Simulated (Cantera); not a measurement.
A closed system holds: 1 mol SiC, 0.14 mol O₂, 48 mol H₂, equilibrated at 11.0 mbar.

Equilibrium computed with Cantera from the NASA thermochemical tables; the gas is ideal and each condensed phase is pure. Candidate condensed phases: C, C₆H₆, C₇H₈, C₈H₁₈, H₂O, Si, SiC, SiO₂; 123 gas species. Mutual solubility and eutectic melting of coexisting phases are not modelled. The tables hold silica as quartz up to 1696 K and as liquid above; real silica turns to tridymite and cristobalite and melts near 1996 K. Gases not in the tables: Si₂H₆ and higher silanes. Rates play no part.

Question: Which condensed phases are stable at each of these points (T (°C)): 952, 1052, 1152, 1252, 1352, 1452, 1552, 1652, 1752, 1852?

Answer: 
```tsv
T (°C)	condensed phases	Si condensed (%)
952	SiC(s) + SiO₂(β-quartz)	100.0
1052	SiC(s) + SiO₂(β-quartz)	98.8
1152	SiC(s)	86.0
1252	SiC(s)	86.0
1352	SiC(s)	86.0
1452	SiC(s)	85.9
1552	SiC(s)	85.6
1652	SiC(s)	84.1
1752	SiC(s)	79.8
1852	SiC(s)	72.3
```

From 952 °C to 1052 °C the condensed part is SiC(s) + SiO₂(β-quartz). From 1152 °C to 1852 °C the condensed part is SiC(s).
